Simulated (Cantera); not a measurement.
Premixed flame

A freely propagating, adiabatic, planar premixed flame of CH₄ : O₂ : N₂ = 1 : 1.67 : 6.27 (molar parts), unburnt at 425 K and 10.0 bar; mixture-averaged transport, grid criteria slope 0.08 and curve 0.16, no radiation.

Detailed kinetics in Cantera: GRI-Mech 3.0 (53 species, 325 reactions). Burning velocities carry a grid error of a few per cent, more on coarse grids.

| z (mm) | T (K) | u (m/s) | x CH₄ | x O₂ | x N₂O | x HCO | x NO | x HCN |
|---|---|---|---|---|---|---|---|---|
| -0.310 | 425 | 0.207 | 0.112 | 0.186 | <1e-8 | <1e-8 | <1e-8 | <1e-8 |
| -0.207 | 432 | 0.211 | 0.111 | 0.186 | <1e-8 | <1e-8 | <1e-8 | 1.28e-8 |
| -0.155 | 461 | 0.226 | 0.108 | 0.183 | <1e-8 | <1e-8 | 4.32e-8 | 9.52e-8 |
| -0.103 | 620 | 0.307 | 0.0977 | 0.170 | <1e-8 | <1e-8 | 5.22e-7 | 8.79e-7 |
| -0.0517 | 1168 | 0.588 | 0.0613 | 0.118 | 6.36e-8 | 1.06e-7 | 8.75e-6 | 5.65e-6 |
| -0.0258 | 1601 | 0.812 | 0.0313 | 0.0713 | 1.28e-7 | 2.66e-6 | 2.18e-5 | 1.12e-5 |
| 0 | 1986 | 1.01 | 0.00677 | 0.0255 | 1.60e-7 | 6.95e-6 | 3.93e-5 | 1.97e-5 |
| 0.0258 | 2143 | 1.09 | 0.000581 | 0.00570 | 1.17e-7 | 2.74e-6 | 6.49e-5 | 2.25e-5 |
| 0.0517 | 2182 | 1.11 | 4.91e-5 | 0.00137 | 8.65e-8 | 4.76e-7 | 8.30e-5 | 1.49e-5 |
| 0.103 | 2207 | 1.12 | 1.33e-6 | 0.000242 | 5.47e-8 | 1.41e-7 | 9.56e-5 | 6.09e-6 |
| 0.207 | 2223 | 1.12 | 3.06e-8 | 6.08e-5 | 3.13e-8 | 7.60e-8 | 0.000101 | 1.97e-6 |
| 0.413 | 2230 | 1.13 | <1e-8 | 1.96e-5 | 1.92e-8 | 4.49e-8 | 0.000102 | 5.92e-7 |
| 0.827 | 2231 | 1.13 | <1e-8 | 1.15e-5 | 1.55e-8 | 3.58e-8 | 0.000103 | 1.45e-7 |
x: mole fraction of selected species; z is measured from the peak of heat release.

| Item | Result |
|---|---|
| laminar burning velocity | 20.7 cm/s |
| thermal thickness | 0.103 mm |
| peak x(HCO) | 6.95e-6 |
| peak x(HCN) | 2.35e-5 |
| grid points | 130 |
